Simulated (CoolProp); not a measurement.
Vapour pressure (bar) of n-perfluoropentane: the reference equation beside estimates from Tc = 147.9 °C, pc = 20.63 bar, ω = 0.436. Clausius-Clapeyron is anchored at -5.15 °C with a constant enthalpy of vaporisation of 28.84 kJ/mol.

Values from CoolProp's reference Helmholtz-energy equation of state, Gao 2022.

```tsv
T (°C)	reference	Lee-Kesler	Clausius-Clapeyron	van der Waals	Redlich-Kwong	Soave-Redlich-Kwong	Peng-Robinson
-10.95	0.1746	0.1729	0.1759	2.215	0.6184	0.1737	0.1787
-9.05	0.1925	0.1909	0.1934	2.306	0.6642	0.1916	0.1968
-7.15	0.2120	0.2103	0.2125	2.400	0.7125	0.2109	0.2163
-5.15	0.2342	0.2325	0.2342	2.501	0.7661	0.2331	0.2385
-3.25	0.2570	0.2552	0.2565	2.600	0.8198	0.2558	0.2613
-1.35	0.2815	0.2798	0.2806	2.701	0.8762	0.2803	0.2859
0.65	0.3094	0.3077	0.3080	2.811	0.9386	0.3081	0.3137
2.55	0.3379	0.3362	0.3361	2.917	1.001	0.3366	0.3422
4.45	0.3684	0.3669	0.3664	3.027	1.066	0.3671	0.3727
6.45	0.4030	0.4015	0.4006	3.145	1.138	0.4017	0.4071
8.35	0.4382	0.4368	0.4356	3.260	1.210	0.4369	0.4422
10.25	0.4757	0.4745	0.4731	3.377	1.285	0.4745	0.4796
12.25	0.5180	0.5170	0.5155	3.504	1.368	0.5169	0.5217
14.15	0.5610	0.5601	0.5586	3.628	1.450	0.5599	0.5644
```

Absolute difference from the reference over all 14 rows, mean and median: Lee-Kesler 0.5 and 0.5 %, Clausius-Clapeyron 0.4 and 0.5 %, van der Waals 813.5 and 785.9 %, Redlich-Kwong 202.3 and 199.8 %, Soave-Redlich-Kwong 0.4 and 0.4 %, Peng-Robinson 1.4 and 1.3 %.
